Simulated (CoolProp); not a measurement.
A single-stage vapour-compression cycle with the fluid: evaporating at 212.15 K (dew point), condensing at 234.15 K (bubble point), superheat 2 K, subcooling 0 K, compressor efficiency 0.85, no pressure losses. The same conditions are run with several fluids, on thermodynamics alone (safety and materials aside).

The numbers come from the reference Helmholtz-energy equation of state of each fluid (propylene: Lemmon 2013; hydrogen chloride: Thol 2018; R13: Platzer 1990; R115: Lemmon 2016; fluoroethane (R161): Wu 2012; R407C: Lemmon 2003) in CoolProp. The equations of Platzer and Polt are older, rougher fits. Blends and air are pseudo-pure fits.

```
fluid                cooling COP  pressure ratio  discharge temperature (K)  refrigerating effect (kJ/kg)  volumetric capacity (kJ/m³)
-------------------  -----------  --------------  -------------------------  ----------------------------  ---------------------------
propylene                   7.55            2.80                      257.3                           408                          520
hydrogen chloride           7.22            2.37                      281.6                           380                         2780
R13                         7.26            2.32                      249.2                           119                         2030
R115                        7.48            3.01                      240.6                           114                          343
fluoroethane (R161)         7.53            3.15                      266.2                           408                          336
R407C                       5.48            4.85                      273.7                           230                          294
```
